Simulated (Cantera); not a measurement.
## N2O furnace oxynitridation

An isothermal, constant-pressure homogeneous reactor starts with N2O : O2 = 1 : 0.26 (molar parts), at 1400 K and 2670 Pa.

Model: GRI-Mech 3.0 (53 species, 325 reactions), integrated in Cantera. GRI-Mech 3.0 was tuned for natural gas; its chemistry of N2O as a main component is partial and can be far from experiment. Radical loss at walls, strong at low pressure, is not modelled. The temperature is held fixed by assumption; the heat of reaction is taken as removed at once.

| t (s) | x N2O | x O2 | x NO2 | x NO | x O | x N2 |
|---|---|---|---|---|---|---|
| 0.000800 | 0.793 | 0.206 | 1.16e-10 | 4.24e-5 | 2.54e-5 | 0.000220 |
| 0.00163 | 0.793 | 0.206 | 5.86e-10 | 9.66e-5 | 2.56e-5 | 0.000467 |
| 0.00331 | 0.792 | 0.207 | 2.64e-9 | 0.000207 | 2.56e-5 | 0.000971 |
| 0.00673 | 0.791 | 0.207 | 1.11e-8 | 0.000430 | 2.56e-5 | 0.00199 |
| 0.0137 | 0.787 | 0.208 | 4.45e-8 | 0.000883 | 2.56e-5 | 0.00406 |
| 0.0278 | 0.781 | 0.209 | 1.66e-7 | 0.00180 | 2.56e-5 | 0.00824 |
| 0.0566 | 0.768 | 0.212 | 5.61e-7 | 0.00362 | 2.56e-5 | 0.0166 |
| 0.115 | 0.742 | 0.217 | 1.63e-6 | 0.00722 | 2.56e-5 | 0.0331 |
| 0.234 | 0.694 | 0.228 | 3.99e-6 | 0.0141 | 2.56e-5 | 0.0644 |
| 0.476 | 0.607 | 0.246 | 8.52e-6 | 0.0264 | 2.55e-5 | 0.121 |
| 0.967 | 0.467 | 0.276 | 1.64e-5 | 0.0460 | 2.55e-5 | 0.211 |
| 1.97 | 0.285 | 0.315 | 2.78e-5 | 0.0716 | 2.53e-5 | 0.328 |
| 4.00 | 0.114 | 0.352 | 4.00e-5 | 0.0954 | 2.46e-5 | 0.439 |
x: mole fraction; the columns are a selection and need not sum to one.

Equilibrium at this temperature and pressure: N2O 7.79e-9, O2 0.431, NO2 1.54e-6, NO 0.000886, O 3.83e-6, N2 0.568 (gas phase only).
